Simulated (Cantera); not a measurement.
What does this Cantera script print?

```python
import numpy as np
import cantera as ct

gas_names = """
    N NO NO2 NO3 N2 N2O O O2 O3 Pb PbO Pb2
""".split()
cond_names = """
    Pb(cr) Pb(L) PbO(rd) PbO(yw) PbO(L) PbO2(s) Pb3O4(s)
""".split()


def load(file, names, dense=False):
    # The tables refer to 1 bar. Condensed volumes are neglected.
    table = {s.name: s for s in ct.Species.list_from_file(file)}
    out = []
    for n in names:
        d = dict(table[n].input_data)
        d["thermo"] = dict(d["thermo"], **{"reference-pressure": 1e5})
        if dense:
            d["equation-of-state"] = {"model": "constant-volume", "density": "1e6 g/cm^3"}
        out.append(ct.Species.from_dict(d))
    return out


gas = ct.Solution(thermo="ideal-gas", species=load("nasa_gas.yaml", gas_names))
cond = {s.name: ct.Solution(thermo="fixed-stoichiometry", species=[s], name=s.name)
        for s in load("nasa_condensed.yaml", cond_names, dense=True)}
atoms = {
    'PbO': {'Pb': 1, 'O': 1},
    'N2': {'N': 2},
}
top_T = {'Pb3O4(s)': 820}  # K; cautious upper limits of use, not melting points


def equilibrate(T, P, feed):
    n = {}
    for name, mol in feed.items():
        for a, k in atoms[name].items():
            n[a] = n.get(a, 0.0) + k * mol
    gas.TPX = T, P, n
    mass = sum(n.values()) * gas.mean_molecular_weight
    gas.equilibrate("TP")
    valid = [c for c in cond.values() if c.min_temp <= T <= top_T.get(c.name, c.max_temp)]
    mix = ct.Mixture([(gas, mass / gas.mean_molecular_weight)] + [(c, 0.0) for c in valid])
    mix.T, mix.P = T, P
    mix.equilibrate("TP", solver="vcs", rtol=1e-11, max_steps=5000)
    return mix


results = []
feed = {'PbO': 1, 'N2': 0.46}  # mol
T = 1198  # K
P = 100000  # Pa
mix = equilibrate(T, P, feed)
results.append((T, P, feed, dict(zip(mix.species_names, mix.species_moles))))
x = sorted(zip(gas.X, gas.species_names), reverse=True)
print(f"T = {T:g} K  P = {P:g} Pa  gas = {mix.phase_moles(0):.4g} mol")
print("   x: " + "  ".join(f"{s} {v:.3e}" for v, s in x if v > 1e-06))
print("   condensed (mol): " + ("  ".join(f"{mix.phase(i).name} {mix.phase_moles(i):.4g}"
      for i in range(1, mix.n_phases) if mix.phase_moles(i) > 1e-12) or "none"))
```

Output:

```
T = 1198 K  P = 100000 Pa  gas = 0.46 mol
   x: N2 9.999e-01  PbO 6.547e-05  Pb 1.121e-05  O2 5.071e-06  NO 1.066e-06
   condensed (mol): PbO(L) 1
```

Equilibrium computed with Cantera from the NASA thermochemical tables; the gas is ideal and each condensed phase is pure.
